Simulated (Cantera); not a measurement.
Cantera with NASA thermochemical tables; ideal gases at 1 bar, condensed phases pure. Values are per mole of reaction as written; species without (g) are pure solids or liquids, kept so even where they would boil at 1 bar.

2 HCl(g) ⇌ 2 Cl(g) + H2(g), with ΔH° = 427.2 kJ and ΔS° = 87.3 J/K at 300 K.

Problem. How far is the shortcut ΔG° ≈ ΔH°(300 K) − T·ΔS°(300 K) from the full temperature-dependent value at 1273, 1423, 1573, 1723, 1873, 2023 K?

Solution. 
| T (K) | shortcut (kJ) | full (kJ) | difference (kJ) | difference in log10 K |
|---|---|---|---|---|
| 1273 | 316.1 | 303.1 | 13.0 | -0.53 |
| 1423 | 303.0 | 286.8 | 16.1 | -0.59 |
| 1573 | 289.9 | 270.5 | 19.4 | -0.64 |
| 1723 | 276.7 | 254.0 | 22.8 | -0.69 |
| 1873 | 263.6 | 237.4 | 26.2 | -0.73 |
| 2023 | 250.5 | 220.8 | 29.7 | -0.77 |
The shortcut ignores the heat-capacity change of the reaction.
